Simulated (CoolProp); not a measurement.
The numbers come from the reference Helmholtz-energy equation of state, Thol 2014 in CoolProp.

Task: For chloromethane (R40), give the phase and the Joule-Thomson coefficient (K/MPa) at 315 K and 101 kPa; 447.2 K and 101 kPa; 473.6 K and 101 kPa.

Result: 
- 315 K and 101 kPa: gas; Joule-Thomson coefficient 30.4
- 447.2 K and 101 kPa: gas; Joule-Thomson coefficient 10.3
- 473.6 K and 101 kPa: gas; Joule-Thomson coefficient 8.83
